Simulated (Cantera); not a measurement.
Charge: 1 mol CuO, 4.3 mol H₂, 1.1 mol N₂, at 1.33 mbar.

These are equilibrium values from Cantera (NASA tables, ideal gas, pure condensed phases), not measurements of a reactor. Candidate condensed phases: Cu, CuO, Cu(OH)₂, Cu₂O, H₂O; 27 gas species. The numbers say what is thermodynamically allowed, not how fast it happens. All values below are at 2123 K.

Base state: H₂ 0.466, N₂ 0.166, Cu 0.151, H₂O 0.148, H 0.0671, OH 0.00263, O 0.000269, NO 6.35e-5 (mole fractions); condensed: gas only.

Task: What changes in the equilibrium state with this change: pressure from 1.33 mbar to 0.133 bar?

Result: 
```tsv
species	before	after
H₂	0.466	0.547
N₂	0.166	0.184
H₂O	0.148	0.167
H	0.0671	0.00727
Cu	0.151	0.0946
O₂	3.62e-5	3.34e-7
O	0.000269	2.58e-6
Cu₂	1.47e-5	0.000578
Cu(l), mol	0	0.426
```
